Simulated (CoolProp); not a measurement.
Hexamethyldisiloxane (MM) at several states: density (kg/m³) from the reference equation and from simpler models built on Tc = 245.6 °C, pc = 1931 kPa, ω = 0.418; each cubic takes its own stable root.

Model: reference Helmholtz-energy equation of state, Thol 2016, in CoolProp.

```json
[
 {"T (°C)": "332.15", "p (kPa)": "139", "phase": "gas", "reference": "4.552", "van der Waals": "4.552", "Redlich-Kwong": "4.556", "Peng-Robinson": "4.557"},
 {"T (°C)": "-28.75", "p (kPa)": "280", "phase": "liquid", "reference": "815.3", "van der Waals": "485.0", "Redlich-Kwong": "720.7", "Peng-Robinson": "837.1"},
 {"T (°C)": "182.85", "p (kPa)": "156", "phase": "gas", "reference": "7.010", "van der Waals": "6.913", "Redlich-Kwong": "6.966", "Peng-Robinson": "7.019"}
]
```
